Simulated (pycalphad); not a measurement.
Computed with pycalphad from the COST 507 light-alloy database (1999), at 1 atm. No gas phase is included, though pure Si would boil below 3225 K. The database dates from 1999; later assessments differ in places, in temperatures and in the compounds included. Phase fractions are per mole of atoms.

Give the equilibrium state of Si-93.8C (at.%) at 2100 K.

GRAPHITE, fraction 0.876, with 100 C at.%; CSI, fraction 0.124, with 50.0 C at.%.

Give the equilibrium state of Si-93.8C (at.%) at 3225 K.

GRAPHITE, fraction 0.921, with 100 C at.%; LIQUID, fraction 0.079, with 21.6 C at.%.

Database names, with the compositions (at.%) that they take in these runs: CSI: Si 50 C 50.
